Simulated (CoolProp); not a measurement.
R407C along the isotherm 232.5 K: Z from the reference equation and from simpler models built on Tc = 359.3 K, pc = 4632 kPa, ω = 0.363; each cubic takes its own stable root.

Computed with CoolProp (reference Helmholtz-energy equation of state, Lemmon 2003). It is a pseudo-pure fit of the blend.

```json
[
 {"p (kPa)": "463", "phase": "liquid", "reference": "0.01504"},
 {"p (kPa)": "926", "phase": "liquid", "reference": "0.03006"},
 {"p (kPa)": "1390", "phase": "liquid", "reference": "0.04509"},
 {"p (kPa)": "1850", "phase": "liquid", "reference": "0.05996"},
 {"p (kPa)": "2320", "phase": "liquid", "reference": "0.07514"},
 {"p (kPa)": "2780", "phase": "liquid", "reference": "0.08996"},
 {"p (kPa)": "3240", "phase": "liquid", "reference": "0.1048"},
 {"p (kPa)": "3710", "phase": "liquid", "reference": "0.1199"},
 {"p (kPa)": "4170", "phase": "liquid", "reference": "0.1346"},
 {"p (kPa)": "4630", "phase": "liquid", "reference": "0.1494"},
 {"p (kPa)": "5090", "phase": "liquid", "reference": "0.1641"},
 {"p (kPa)": "5560", "phase": "liquid", "reference": "0.1791"},
 {"p (kPa)": "6020", "phase": "liquid", "reference": "0.1937"},
 {"p (kPa)": "6480", "phase": "liquid", "reference": "0.2084"},
 {"p (kPa)": "6950", "phase": "liquid", "reference": "0.2233"}
]
```

Problem. How far does each simpler model (van der Waals, Redlich-Kwong) lie from the reference over these 15 states: mean and median of the absolute difference, and the worst?

Solution. 
- van der Waals: mean 462.3 %, median 69.8 %, worst +5957.8 % at 232.5 K and 463 kPa
- Redlich-Kwong: mean 17.0 %, median 17.0 %, worst +17.7 % at 232.5 K and 463 kPa

At some of these states van der Waals gives the other phase, because its saturation line lies elsewhere.
